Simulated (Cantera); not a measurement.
# Adiabatic ignition

An adiabatic, constant-pressure homogeneous reactor starts with 8.82 % C3H8, 19.1 % O2, 72.0 % N2, equivalence ratio 2.3, at 1300 K and 16500 Torr.

Detailed kinetics in Cantera: GRI-Mech 3.0 (53 species, 325 reactions). GRI-Mech 3.0 was tuned for natural gas; its chemistry of propane as a main component is partial and can be far from experiment. The pressure lies above the range GRI-Mech 3.0 was tuned for (to about 10 atm).

```csv
t (s),T (K),x C3H8,x O2,x C2H2,x HO2,x OH,x CH2,x C2H
8.00e-6,1300,0.0878,0.191,8.99e-9,1.78e-5,1.34e-7,1.51e-10,<1e-12
1.61e-5,1300,0.0873,0.191,6.76e-8,1.75e-5,1.50e-7,1.84e-10,<1e-12
3.26e-5,1300,0.0860,0.190,3.75e-7,2.02e-5,1.76e-7,2.16e-10,<1e-12
6.58e-5,1301,0.0831,0.189,2.01e-6,2.71e-5,2.49e-7,3.12e-10,<1e-12
0.000133,1310,0.0740,0.183,1.46e-5,5.70e-5,6.61e-7,1.02e-9,1.04e-12
0.000268,2327,6.42e-10,9.90e-8,0.0147,4.43e-10,0.000112,5.23e-6,4.53e-6
0.000540,2303,5.54e-11,4.28e-8,0.00389,1.66e-10,6.90e-5,1.47e-6,8.98e-7
0.00109,2292,1.06e-12,2.98e-8,0.000470,1.10e-10,5.59e-5,2.97e-7,9.53e-8
0.00220,2288,<1e-12,2.76e-8,5.16e-6,1.01e-10,5.35e-5,8.57e-9,1.02e-9
0.00444,2288,<1e-12,2.75e-8,4.73e-10,1.01e-10,5.35e-5,4.13e-11,<1e-12
0.00896,2288,<1e-12,2.75e-8,1.35e-10,1.01e-10,5.35e-5,3.93e-11,<1e-12
0.0181,2288,<1e-12,2.75e-8,1.33e-10,1.01e-10,5.35e-5,3.86e-11,<1e-12
0.0365,2288,<1e-12,2.75e-8,1.31e-10,1.01e-10,5.35e-5,3.82e-11,<1e-12
0.0737,2288,<1e-12,2.75e-8,1.31e-10,1.01e-10,5.35e-5,3.81e-11,<1e-12
0.149,2288,<1e-12,2.75e-8,1.31e-10,1.01e-10,5.35e-5,3.80e-11,<1e-12
0.300,2288,<1e-12,2.75e-8,1.31e-10,1.01e-10,5.35e-5,3.80e-11,<1e-12
```
x: mole fraction; the columns are a selection and need not sum to one.

```
Property                                                              Result
---------------------------------  -----------------------------------------
time of steepest temperature rise                                   0.195 ms
temperature at 0.300 s                                                2288 K
equilibrium temperature                                               2288 K
x(C3H8) at 0.300 s                     <1e-12 (gas-phase equilibrium <1e-12)
x(O2) at 0.300 s                     2.75e-8 (gas-phase equilibrium 2.75e-8)
x(C2H2) at 0.300 s                 1.31e-10 (gas-phase equilibrium 1.45e-10)
```
